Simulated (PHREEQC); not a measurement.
0.17 g of hydrous ferric oxide (600 m²/g; 0.2 weak and 0.005 strong sites per Fe, Dzombak-Morel constants, diffuse double layer) in 1 kg of water with 0.001 mol/kgw of an inert sodium salt and 0.0012 mol CaCl2, at 25 °C; the pH is set by adding NaOH or the inert anion's acid. Oxygen is held at 0.21 atm. CO2 from the air is kept out. No solid was allowed to form.

Computed with PHREEQC (ion-association model, wateq4f.dat).

Predict surface charge σ (C/m²), surface potential ψ (mV) at pH = 3.5, 4, 6.5, 7.5.


```csv
pH,surface charge σ (C/m²),surface potential ψ (mV)
3.5,0.239,208
4,0.179,195
6.5,0.022,89
7.5,0.007,39
```

The oxide is taken as insoluble; below pH 4 it would dissolve.
